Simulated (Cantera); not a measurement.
Mixture: CH4 : H2 : O2 : N2 = 1 : 0.85 : 5.39 : 20.3 (molar parts), at 23.7 atm, adiabatic and at constant pressure. Ignition delay is the time to a rise of 400 K.

Model: GRI-Mech 3.0 (53 species, 325 reactions), integrated in Cantera. The pressure lies above the range GRI-Mech 3.0 was tuned for (to about 10 atm).

Question: What does this change do: pressure from 23.7 atm to 1.09 atm?

Answer: 
```tsv
quantity	before	after
delay at 1275 K	97.4 µs	0.391 ms
delay at 1375 K	32.4 µs	0.201 ms
delay at 1475 K	14.3 µs	0.116 ms
delay at 1575 K	7.41 µs	73.4 µs
apparent activation energy between 1525 and 1625 K	120 kJ/mol	88 kJ/mol
```
Where the delays flatten at high temperature, the 400 K rule measures the pace of heat release, not the induction time.
